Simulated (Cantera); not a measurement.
A Cantera script and its output.

```python
import numpy as np
import cantera as ct

gas = ct.Solution("gri30.yaml")
gas.TPX = 1573, 1000000, {'CH4': 1, 'H2': 1, 'O2': 2.63, 'N2': 9.21}
reactor = ct.IdealGasConstPressureReactor(gas, energy="on", clone=False)
net = ct.ReactorNet([reactor])
net.rtol, net.atol = 1e-08, 1e-16
show = ['CH4', 'H2', 'O2', 'H2O', 'H2O2']
times = np.geomspace(2e-06, 2, 10)

steps = ct.SolutionArray(gas, extra=["t"])
rows = []
print(f"{'t/s':>10s}{'T/K':>9s}{'P/Pa':>11s}" + "".join(f"{s:>11s}" for s in show))
for t in times:
    while net.time < t:
        t_next = net.step()
        steps.append(gas.state, t=t_next)
    rows.append([np.interp(t, steps.t, y) for y in (steps.T, steps.P, *steps(*show).X.T)])
    print(f"{t:10.3e}{rows[-1][0]:9.1f}{rows[-1][1]:11.4g}" + "".join(f"{x:11.3e}" for x in rows[-1][2:]))
rate = np.gradient(steps.T, steps.t)
print("integrator steps:", len(steps.t))
if steps.T.max() > steps.T[0] + 200:
    print(f"time of steepest temperature rise: {steps.t[rate.argmax()]:.4e} s")
gas.TPX = 1573, 1000000, {'CH4': 1, 'H2': 1, 'O2': 2.63, 'N2': 9.21}
gas.equilibrate("HP")
print(f"equilibrium (HP): T = {gas.T:.1f} K  " + "  ".join(f"{s} {gas[s].X[0]:.3e}" for s in show))
```

It prints:

```
       t/s      T/K       P/Pa        CH4         H2         O2        H2O       H2O2
 2.000e-06   1573.0      1e+06  7.221e-02  7.223e-02  1.900e-01  4.605e-05  4.546e-07
 9.283e-06   1674.0      1e+06  5.962e-02  6.768e-02  1.776e-01  1.805e-02  2.600e-05
 4.309e-05   2983.2      1e+06  3.772e-14  1.639e-02  2.346e-02  1.861e-01  1.522e-06
 2.000e-04   2970.6      1e+06  4.260e-14  1.684e-02  2.044e-02  1.865e-01  1.397e-06
 9.283e-04   2967.8      1e+06  4.381e-14  1.695e-02  1.979e-02  1.866e-01  1.369e-06
 4.309e-03   2967.8      1e+06  4.381e-14  1.695e-02  1.979e-02  1.866e-01  1.369e-06
 2.000e-02   2967.8      1e+06  4.381e-14  1.695e-02  1.979e-02  1.866e-01  1.369e-06
 9.283e-02   2967.8      1e+06  4.381e-14  1.695e-02  1.979e-02  1.866e-01  1.369e-06
 4.309e-01   2967.8      1e+06  4.381e-14  1.695e-02  1.979e-02  1.866e-01  1.369e-06
 2.000e+00   2967.8      1e+06  4.381e-14  1.695e-02  1.979e-02  1.866e-01  1.369e-06
integrator steps: 1763
time of steepest temperature rise: 1.2884e-05 s
equilibrium (HP): T = 2967.8 K  CH4 5.567e-14  H2 1.695e-02  O2 1.979e-02  H2O 1.866e-01  H2O2 1.369e-06
```

Cantera simulation using GRI-Mech 3.0 (53 species, 325 reactions); the numbers are that mechanism's predictions, not measurements.
